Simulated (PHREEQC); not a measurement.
A solution holds 0.0018 mol/kgw HF, 0.0048 mol/kgw NaCl and 5.3e-05 mol/kgw MnSO4, at 25 °C. Closed to the air; pH follows from the charge balance.

Computed with PHREEQC (ion-association model, phreeqc.dat).

Problem. The ionic strength comes out as 0.00586 mol/kgw. What activity coefficients do F-, Na+, H+, Mn+2, Cl- get?

Solution. F- 0.92, Na+ 0.92, H+ 0.93, Mn+2 0.73, Cl- 0.92.

This is a speciation only: nothing precipitates in the calculation.
